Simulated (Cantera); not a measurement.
Feed: 1 mol Fe(CO)5, 0.46 mol N2, held at 0.120 bar.

Method: chemical equilibrium by Gibbs-energy minimisation in Cantera with the NASA 1993 tables (ideal gas, pure condensed phases). Candidate condensed phases: C, Fe, Fe(CO)5, FeO, Fe2O3, Fe3O4; 27 gas species. Condensed phases not in the tables: cementite and carbon dissolved in iron. Kinetics and transport are ignored.

x: gas mole fraction; n: condensed amount in mol.

```tsv
T (K)	x CO	x N2	x CO2	x Fe	n C(graphite)	n Fe(α)	n Fe(γ)
1150	0.911	0.0846	0.00393	7.16e-11	0.0214	1.00	0
1175	0.913	0.0845	0.00271	1.75e-10	0.0147	1.00	0
1200	0.914	0.0844	0.00189	4.13e-10	0.0103	0	1.00
1225	0.914	0.0844	0.00134	9.40e-10	0.00732	0	1.00
1250	0.915	0.0843	0.000966	2.07e-9	0.00527	0	1.00
1275	0.915	0.0843	0.000704	4.40e-9	0.00384	0	1.00
1300	0.915	0.0843	(withheld)	(withheld)	(withheld)	0	1.00
1325	0.915	0.0843	0.000388	1.83e-8	0.00212	0	1.00
1350	0.915	0.0843	(withheld)	(withheld)	(withheld)	0	1.00
1375	0.916	0.0843	0.000224	6.84e-8	0.00122	0	1.00
1400	0.916	0.0843	0.000173	1.28e-7	0.000942	0	1.000
```

Task: Fill in the missing entries.

Result: 
- 1350, x CO2: 0.000293
- 1350, x Fe: 3.58e-8
- 1350, n C(graphite): 0.00160
- 1300, x CO2: 0.000520
- 1300, x Fe: 9.10e-9
- 1300, n C(graphite): 0.00284
